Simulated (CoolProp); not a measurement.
Vapour-liquid equilibrium of propylene (1) + benzene (2) at 36.05 °C; x and y are mole fractions of (1).

Computed with CoolProp (multi-fluid Helmholtz-energy mixture model, Lemmon 2013 and Thol 2012; pair parameters Bell 2016).

Give the bubble pressure and the first vapour's composition at x = 0.25, 0.35, 0.55. Is there an azeotrope?

x = 0.25: 0.5082 MPa, y = 0.962; x = 0.35: 0.6575 MPa, y = 0.972; x = 0.55: 0.9075 MPa, y = 0.982. No azeotrope shows between x = 0.05 and 0.95.

Pair parameters are fitted to limited data, so mixtures are less certain than the pure fluids. The gap from Raoult's law changes sign with composition, which may be real or a fault of the pair parameters; it wasn't checked against measurements.
